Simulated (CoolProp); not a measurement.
R407C along the isotherm -39.25 °C: fugacity coefficient from the reference equation and from simpler models built on Tc = 86.2 °C, pc = 4632 kPa, ω = 0.363; each cubic takes its own stable root.

Model: reference Helmholtz-energy equation of state, Lemmon 2003, in CoolProp. It is a pseudo-pure fit of the blend.

```csv
p (kPa),phase,reference
257,liquid,0.3976
515,liquid,0.2001
772,liquid,0.1346
1030,liquid,0.1017
1290,liquid,0.08191
1540,liquid,0.06917
1800,liquid,0.05968
2060,liquid,0.05258
2320,liquid,0.04709
```

**Question.** How far does each simpler model (van der Waals, Redlich-Kwong, Soave-Redlich-Kwong) lie from the reference over these 9 states: mean and median of the absolute difference, and the worst?

**Answer.** 
- van der Waals: mean 410.5 %, median 453.8 %, worst +467.0 % at -39.25 °C and 2320 kPa
- Redlich-Kwong: mean 98.8 %, median 98.8 %, worst +99.9 % at -39.25 °C and 2320 kPa
- Soave-Redlich-Kwong: mean 15.8 %, median 15.8 %, worst -16.1 % at -39.25 °C and 257 kPa

At some of these states van der Waals gives the other phase, because its saturation line lies elsewhere.
